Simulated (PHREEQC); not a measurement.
Synthetic water in mmol/kgw, 25 °C, pH 6.97, pe 8.5:

```json
[
 {"constituent": "Na", "mmol/kgw": "0.000534"},
 {"constituent": "K", "mmol/kgw": "1.58e-06"},
 {"constituent": "Ca", "mmol/kgw": "0.00218"},
 {"constituent": "Mg", "mmol/kgw": "0.000575"},
 {"constituent": "Cl", "mmol/kgw": "0.00147"},
 {"constituent": "S(6)", "mmol/kgw": "0.000306"},
 {"constituent": "Alkalinity (meq/kgw)", "mmol/kgw": "0.00416"},
 {"constituent": "B", "mmol/kgw": "4.27e-05"},
 {"constituent": "N(5)", "mmol/kgw": "1.11e-05"},
 {"constituent": "O(0) (counted as O atoms)", "mmol/kgw": "2.51e-06"}
]
```

Valence states are taken as typed.

Model: ion-association model, phreeqc.dat, run in PHREEQC.

The ionic strength is 9.32e-6 mol/kgw and the charge-balance error comes out as -1.7 %.

```csv
species,molality,activity,log γ
HCO3-,4.17e-6,4.15e-6,-0.002
Ca+2,2.18e-6,2.15e-6,-0.006
Cl-,1.47e-6,1.46e-6,-0.002
CO2,1.00e-6,1.00e-6,0.000
Mg+2,5.75e-7,5.67e-7,-0.006
Na+,5.34e-7,5.32e-7,-0.002
SO4-2,3.06e-7,3.01e-7,-0.006
```

No solid was allowed to form.
